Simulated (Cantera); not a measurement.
An isothermal, constant-pressure homogeneous reactor starts with H₂ : O₂ : N₂ = 1.5 : 1 : 12 (molar parts), equivalence ratio 0.75, at 1125 K and 0.987 atm.

Model: GRI-Mech 3.0 (53 species, 325 reactions), integrated in Cantera. The temperature is held fixed by assumption; the heat of reaction is taken as removed at once.

x: mole fraction; the columns are a selection and need not sum to one.

```json
[
 {"t (s)": "4.00e-5", "x H₂": "0.103", "x O₂": "0.0690", "x O": "6.61e-9", "x H₂O": "5.86e-8", "x H": "4.24e-8", "x HO₂": "___"},
 {"t (s)": "0.000118", "x H₂": "0.103", "x O₂": "0.0689", "x O": "1.56e-5", "x H₂O": "0.000165", "x H": "0.000101", "x HO₂": "___"},
 {"t (s)": "0.000348", "x H₂": "0.00385", "x O₂": "0.0200", "x O": "0.000444", "x H₂O": "0.104", "x H": "0.00124", "x HO₂": "___"},
 {"t (s)": "0.00103", "x H₂": "0.000546", "x O₂": "0.0184", "x O": "2.94e-5", "x H₂O": "0.108", "x H": "2.33e-5", "x HO₂": "___"},
 {"t (s)": "0.00303", "x H₂": "0.000120", "x O₂": "0.0182", "x O": "3.69e-6", "x H₂O": "0.109", "x H": "1.60e-6", "x HO₂": "___"},
 {"t (s)": "0.00894", "x H₂": "2.04e-5", "x O₂": "0.0182", "x O": "5.32e-7", "x H₂O": "0.109", "x H": "1.22e-7", "x HO₂": "___"},
 {"t (s)": "0.0264", "x H₂": "1.75e-6", "x O₂": "0.0182", "x O": "9.85e-8", "x H₂O": "0.109", "x H": "6.21e-9", "x HO₂": "___"},
 {"t (s)": "0.0779", "x H₂": "9.07e-8", "x O₂": "0.0182", "x O": "2.54e-8", "x H₂O": "0.109", "x H": "3.48e-10", "x HO₂": "___"},
 {"t (s)": "0.230", "x H₂": "1.65e-8", "x O₂": "0.0182", "x O": "7.95e-9", "x H₂O": "0.109", "x H": "5.26e-11", "x HO₂": "___"},
 {"t (s)": "0.678", "x H₂": "5.56e-9", "x O₂": "0.0182", "x O": "2.75e-9", "x H₂O": "0.109", "x H": "1.12e-11", "x HO₂": "___"},
 {"t (s)": "2.00", "x H₂": "2.58e-9", "x O₂": "0.0182", "x O": "1.11e-9", "x H₂O": "0.109", "x H": "3.41e-12", "x HO₂": "9.08e-10"}
]
```

Question: What belongs in the gaps?

Answer: 
- 4.00e-5, x HO₂: 1.82e-8
- 0.000118, x HO₂: 2.16e-5
- 0.000348, x HO₂: 1.84e-5
- 0.00103, x HO₂: 9.65e-6
- 0.00303, x HO₂: 3.62e-6
- 0.00894, x HO₂: 7.89e-7
- 0.0264, x HO₂: 8.89e-8
- 0.0779, x HO₂: 1.12e-8
- 0.230, x HO₂: 3.07e-9
- 0.678, x HO₂: 1.28e-9
